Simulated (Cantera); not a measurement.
Input: 1 mol Ta2O5, 2.9 mol H2, 1.5 mol H2O, held at 1.33 mbar.

Method: chemical equilibrium by Gibbs-energy minimisation in Cantera with the NASA 1993 tables (ideal gas, pure condensed phases). Candidate condensed phases: H2O, Ta, Ta2O5; 12 gas species. The numbers say what is thermodynamically allowed, not how fast it happens.

Task: At 1550 K, list the 4 most abundant gas species with their mole fractions, and the condensed phases.

Result: H2 0.659, H2O 0.341, H 0.000700, OH 1.22e-5. Condensed: Ta2O5(s).
